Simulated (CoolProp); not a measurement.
Vapour-liquid equilibrium of R125 (1) + dimethyl ether (2) at 0.0836 MPa; x and y are mole fractions of (1).

Computed with CoolProp (multi-fluid Helmholtz-energy mixture model, Lemmon 2005 and Wu 2011; pair parameters Bell 2016).

| x | bubble temperature, mixture model (°C) | bubble temperature, Raoult's law (°C) | y, mixture model | y, Raoult's law |
|---|---|---|---|---|
| 0.05 | -29.7 | -31.0 | 0.076 | 0.131 |
| 0.2 | -31.9 | -36.1 | 0.303 | 0.422 |
| 0.35 | -34.8 | -40.2 | 0.526 | 0.617 |
| 0.5 | -38.5 | -43.6 | 0.721 | 0.753 |
| 0.65 | -42.8 | -46.5 | 0.866 | 0.852 |
| 0.8 | -47.2 | -49.0 | 0.953 | 0.926 |
| 0.95 | -50.9 | -51.2 | 0.993 | 0.984 |

The largest gap from Raoult's law is +5.4 K in bubble temperature, at x = 0.35. No azeotrope shows between x = 0.05 and 0.95.

The pair parameters rest on a limited set of measurements; away from them the model extrapolates.
